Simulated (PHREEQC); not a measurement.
1 kg of water holding 12 mmol/kgw CaCl2 and 21 mmol/kgw KCl is evaporated at 25 °C; the solids stay in contact with the brine. No CO2 enters from the air. Only these solids could form: Portlandite, Sylvite.

All values are PHREEQC results (Pitzer model, pitzer.dat), not measurements.

Task: Predict ionic strength, water activity, Cl in solution (mol/kgw), K in solution (mol/kgw) at water left (kg) = 0.2533, 0.2082, 0.1711, 0.00903.

Result: 
```
water left (kg)  ionic strength  water activity  Cl in solution (mol/kgw)  K in solution (mol/kgw)
---------------  --------------  --------------  ------------------------  -----------------------
0.2533                    0.225           0.995                     0.178                   0.0829
0.2082                    0.274           0.994                     0.216                    0.101
0.1711                    0.333           0.993                     0.263                    0.123
0.00903                    6.31           0.836                      4.98                     2.33
```
